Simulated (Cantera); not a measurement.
A closed system holds: 1 mol Si(CH3)4, 0.65 mol HCl, 5.1 mol H2, equilibrated at 2475 K and 0.00320 bar.

These are equilibrium values from Cantera (NASA tables, ideal gas, pure condensed phases), not measurements of a reactor. Candidate condensed phases: C, C6H6, C7H8, C8H18, Si, SiC; 109 gas species. The tables' values for SiCl are old estimates; treat these amounts as uncertain. Gases not in the tables: Si2H6 and higher silanes. The numbers say what is thermodynamically allowed, not how fast it happens.

Base state: H2 0.583, H 0.304, Si 0.0503, HCl 0.0309, SiC2 0.0121, Cl 0.0114, C2H2 (acetylene) 0.00567, Si2C 0.00122 (mole fractions); condensed: C(graphite).

What changes in the equilibrium state with this change: H2 from 5.1 to 30 mol?


```csv
species,before,after
H2,0.583,0.639
H,0.304,0.318
Si,0.0503,0.0175
HCl,0.0309,0.0107
Cl,0.0114,0.00376
SiC2,0.0121,0.00421
SiCl2,0.000101,3.81e-6
SiCl,0.000535,6.13e-5
Si2C,0.00122,0.000148
Si2,5.29e-5,6.39e-6
"C(graphite), mol",3.43,3.02
```

What changes in the equilibrium state with this change: H2 from 5.1 to 1500 mol?


```csv
species,before,after
H2,0.583,0.672
H,0.304,0.326
C2H2 (acetylene),0.00567,0.00103
Si,0.0503,0.000528
HCl,0.0309,0.000268
SiC2,0.0121,2.01e-5
Cl,0.0114,9.23e-5
SiCl2,0.000101,<1e-9
Si2C,0.00122,5.35e-8
SiCl,0.000535,4.55e-8
"C(graphite), mol",3.43,0
```

What changes in the equilibrium state with this change: Si(CH3)4 replaced by SiH4?


| species | before | after |
|---|---|---|
| H2 | 0.583 | 0.548 |
| H | 0.304 | 0.295 |
| Si | 0.0503 | 0.0934 |
| HCl | 0.0309 | 0.0439 |
| SiC2 | 0.0121 | 0 |
| Cl | 0.0114 | 0.0167 |
| C2H2 (acetylene) | 0.00567 | 0 |
| Si2C | 0.00122 | 0 |
| C(graphite), mol | 3.43 | 0 |
